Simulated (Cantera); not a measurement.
Feed: 1 mol PbO, 0.57 mol CH₄, a varied amount of N₂, held at 1125 K and 0.00250 bar.

Method: chemical equilibrium by Gibbs-energy minimisation in Cantera with the NASA 1993 tables (ideal gas, pure condensed phases). Candidate condensed phases: C, C₆H₆, C₇H₈, C₈H₁₈, H₂O, Pb, PbO, PbO₂, Pb₃O₄; 139 gas species. Rates play no part.

Question: Which condensed phases are stable at each of these points (n(N₂) (mol)): 2.1, 2.7, 3.5, 4.5, 5.7, 7.3, 9.4, 12, 16, 20?

Answer: 
| n(N₂) (mol) | condensed phases | Pb condensed (%) |
|---|---|---|
| 2.1 | Pb(l) | 68.8 |
| 2.7 | Pb(l) | 63.9 |
| 3.5 | Pb(l) | 57.3 |
| 4.5 | Pb(l) | 49.1 |
| 5.7 | Pb(l) | 39.3 |
| 7.3 | Pb(l) | 26.2 |
| 9.4 | Pb(l) | 9.0 |
| 12 | gas only | 0.0 |
| 16 | gas only | 0.0 |
| 20 | gas only | 0.0 |

From 2.1 mol N₂ to 9.4 mol N₂ the condensed part is Pb(l). From 12 mol N₂ to 20 mol N₂ nothing is condensed.
